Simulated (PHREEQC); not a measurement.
Consider water at 80 °C with 0.0062 mol/kgw H3BO3, 0.052 mol/kgw KOH and 0.025 mol/kgw LiCl. Closed to the air; pH follows from the charge balance.

All values are PHREEQC results (ion-association model, phreeqc.dat), not measurements.

- pH = 11.13
- ionic strength = 0.0770 mol/kgw
- density = 0.975 g/cm³
- total alkalinity = 52.0 meq/kg

```json
[
 {"species": "K+", "molality": "0.0520", "activity": "0.0396", "log γ": "-0.118"},
 {"species": "OH-", "molality": "0.0458", "activity": "0.0348", "log γ": "-0.119"},
 {"species": "Cl-", "molality": "0.0250", "activity": "0.0191", "log γ": "-0.117"},
 {"species": "Li+", "molality": "0.0250", "activity": "0.0198", "log γ": "-0.101"},
 {"species": "H2BO3-", "molality": "0.00617", "activity": "0.00478", "log γ": "-0.111"},
 {"species": "H3BO3", "molality": "2.58e-5", "activity": "2.63e-5", "log γ": "0.008"}
]
```

This is a speciation only: nothing precipitates in the calculation. Constants without temperature data keep their 25 °C values here.
